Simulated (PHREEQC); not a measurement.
Consider water at 65 °C with 2.8 mmol/kgw NaCl. Closed to the air; pH follows from the charge balance.

Model: ion-association model, phreeqc.dat, run in PHREEQC.

No solid was allowed to form.

Predict the specific conductance.

specific conductance 696 µS/cm.

Complexes and solids missing from the database can't appear. At this temperature some constants are extrapolated from 25 °C, and those without enthalpy data are left unchanged.
